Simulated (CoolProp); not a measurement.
Properties of sulfur dioxide along the isotherm 525 K.

Values from CoolProp's reference Helmholtz-energy equation of state, Gao 2016.

| p (kPa) | phase | speed of sound (m/s) | expansivity (1/kK) |
|---|---|---|---|
| 3500 | gas | 275.7 | 2.559 |
| 7000 | gas | 264.8 | 3.509 |
| 10500 | supercritical | 256.8 | 4.879 |
| 14000 | supercritical | 254.6 | 6.638 |
| 17500 | supercritical | 263.6 | 7.997 |
| 21000 | supercritical | 288.3 | 7.762 |
| 24500 | supercritical | 323.1 | 6.612 |
| 28000 | supercritical | 359.9 | 5.517 |
| 31500 | supercritical | 395.1 | 4.688 |
| 35000 | supercritical | 427.7 | 4.078 |
